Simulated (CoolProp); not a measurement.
The fluid at 210.68 K and 3.34 MPa is throttled through a valve to 1.85 MPa with no heat exchange. The same conditions are run with several fluids, on thermodynamics alone (safety and materials aside).

The numbers come from the reference Helmholtz-energy equation of state of each fluid (fluorine: de Reuck 1990; carbon monoxide: Lemmon 2006; dry air: Lemmon 2000; nitrogen: Span 2000; oxygen: Schmidt 1985) in CoolProp. Blends and air are pseudo-pure fits.

Problem. Rank fluorine, carbon monoxide, dry air, nitrogen, oxygen by temperature change (K), highest first.

Solution. fluorine (-5.6), nitrogen (-6.0), dry air (-6.3), carbon monoxide (-6.9), oxygen (-7.5)

```
fluid            final density (kg/m³)
---------------  ---------------------
fluorine                          42.9
carbon monoxide                   32.0
dry air                           32.8
nitrogen                          31.6
oxygen                            37.0
```
